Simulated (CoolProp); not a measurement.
Saturated liquid density (kg/m³) of n-undecane: the reference equation beside estimates from Tc = 638.8 K, pc = 1.990 MPa, ω = 0.539. Rackett uses Z = 0.29056 − 0.08775 ω.

Model: reference Helmholtz-energy equation of state, Aleksandrov 2011, in CoolProp. It is a short technical equation, of lower accuracy than the large ones.

| T (K) | reference | Rackett | van der Waals | Redlich-Kwong | Soave-Redlich-Kwong | Peng-Robinson |
|---|---|---|---|---|---|---|
| 328.1 | 713.6 | 760.9 | 381.1 | 565.4 | 595.0 | 668.3 |
| 335.9 | 707.7 | 754.6 | 378.4 | 560.9 | 591.5 | 664.6 |
| 343.8 | 701.6 | 748.1 | 375.6 | 556.3 | 587.8 | 660.7 |
| 351.7 | 695.6 | 741.6 | 372.8 | 551.5 | 584.0 | 656.7 |
| 359.5 | 689.6 | 735.1 | 370.0 | 546.8 | 580.1 | 652.6 |
| 367.4 | 683.5 | 728.4 | 367.1 | 541.8 | 576.1 | 648.2 |
| 375.2 | 677.4 | 721.8 | 364.2 | 536.8 | 571.9 | 643.8 |
| 383.1 | 671.2 | 715.0 | 361.2 | 531.6 | 567.6 | 639.2 |
| 390.9 | 665.1 | 708.1 | 358.1 | 526.4 | 563.2 | 634.5 |
| 398.8 | 658.8 | 701.1 | 355.0 | 521.0 | 558.5 | 629.5 |

Absolute difference from the reference over all 10 rows, mean and median: Rackett 6.6 and 6.6 %, van der Waals 46.3 and 46.3 %, Redlich-Kwong 20.8 and 20.7 %, Soave-Redlich-Kwong 15.8 and 15.8 %, Peng-Robinson 5.3 and 5.3 %.
